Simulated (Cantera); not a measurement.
An isothermal, constant-pressure homogeneous reactor starts with 17.6 % C2H6, 82.4 % N2, at 1923 K and 0.132 atm.

Cantera simulation using GRI-Mech 3.0 (53 species, 325 reactions); the numbers are that mechanism's predictions, not measurements. GRI-Mech 3.0 stops at C3 and has no aromatics, soot or wall deposition, so with more carbon than oxygen in the feed, carbon stays in small species such as C2H2 where larger ones or solid carbon would form.

One state of this run: x C2H6 = 1.11e-9; x CH4 = 0.000151; x CH2 = 9.66e-8; x C2H = 9.43e-6; x C2H2 = 0.130; x H2 = 0.259; x H = 0.00132. x: mole fraction; the columns are a selection and need not sum to one.

### Question
Which value of t (s) does it belong to?
A. 4.74
B. 0.0632
C. 0.000843
D. 0.267

### Answer
A, 4.74
